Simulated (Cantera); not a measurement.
Input (Python, Cantera):

```python
import numpy as np
import cantera as ct

gas = ct.Solution("h2o2.yaml")
gas.TPX = 525, 21000, {'H2': 1, 'O2': 0.5, 'N2': 2.4}
flame = ct.FreeFlame(gas, width=0.12)
flame.set_refine_criteria(ratio=3, slope=0.08, curve=0.16)
flame.transport_model = "mixture-averaged"
flame.solve(loglevel=0, auto=True)
z, T = flame.grid, flame.T
thick = (T[-1] - T[0]) / np.gradient(T, z).max()
show = ['H2', 'O2', 'O', 'H2O2', 'HO2', 'H2O']
print(f"laminar burning velocity  {flame.velocity[0] * 100:.3f} cm/s")
print(f"burnt temperature         {T[-1]:.1f} K")
print(f"thermal thickness         {thick * 1e3:.4f} mm")
print(f"grid points               {len(z)}")
z0 = z[flame.heat_release_rate.argmax()]
print(f"{'z/mm':>9s}{'T/K':>9s}{'u/(m/s)':>9s}" + "".join(f"{s:>11s}" for s in show))
rows = []
for k in (-3, -2, -1.5, -1, -0.5, -0.25, 0, 0.25, 0.5, 1, 2, 4, 8):
    zz = z0 + k * thick
    rows.append([k * thick, np.interp(zz, z, T), np.interp(zz, z, flame.velocity),
                 *(np.interp(zz, z, flame.X[gas.species_index(s)]) for s in show)])
    print(f"{rows[-1][0] * 1e3:9.3f}{rows[-1][1]:9.1f}{rows[-1][2]:9.3f}" + "".join(f"{x:11.3e}" for x in rows[-1][3:]))
```

Output:

```
laminar burning velocity  407.961 cm/s
burnt temperature         2283.0 K
thermal thickness         3.7771 mm
grid points               137
     z/mm      T/K  u/(m/s)         H2         O2          O       H2O2        HO2        H2O
  -11.331    525.0    4.080  2.564e-01  1.282e-01  1.141e-17 -1.397e-15  5.758e-15 -2.507e-15
   -7.554    525.0    4.080  2.564e-01  1.282e-01  3.982e-15 -6.260e-16  4.588e-12  3.055e-13
   -5.666    525.0    4.080  2.564e-01  1.282e-01  1.995e-13  2.895e-14  1.581e-10  9.727e-12
   -3.777    525.0    4.080  2.564e-01  1.282e-01  1.560e-10  3.515e-11  6.730e-08  5.969e-09
   -1.889    530.2    4.113  2.549e-01  1.282e-01  3.171e-06  1.222e-06  7.194e-05  2.565e-04
   -0.944    669.3    5.119  2.328e-01  1.248e-01  1.306e-04  4.158e-06  5.743e-05  1.173e-02
    0.000   1072.1    7.946  1.271e-01  8.773e-02  4.781e-03  8.629e-07  2.090e-05  9.265e-02
    0.944   1355.0    9.919  4.584e-02  3.629e-02  1.070e-02  1.073e-06  7.581e-06  1.843e-01
    1.889   1477.5   10.742  3.821e-02  2.803e-02  1.098e-02  8.322e-07  5.108e-06  1.995e-01
    3.777   1611.0   11.611  3.841e-02  2.471e-02  9.985e-03  5.027e-07  3.809e-06  2.075e-01
    7.554   1752.9   12.506  3.755e-02  2.144e-02  8.297e-03  2.652e-07  2.790e-06  2.169e-01
   15.108   1892.5   13.361  3.480e-02  1.801e-02  6.270e-03  1.415e-07  1.987e-06  2.279e-01
   30.216   2020.6   14.124  3.039e-02  1.461e-02  4.286e-03  8.311e-08  1.389e-06  2.398e-01
```

Model: the H2/O2 subset of GRI-Mech 3.0, which has no nitrogen chemistry, integrated in Cantera. Burning velocities carry a grid error of a few per cent, more on coarse grids.
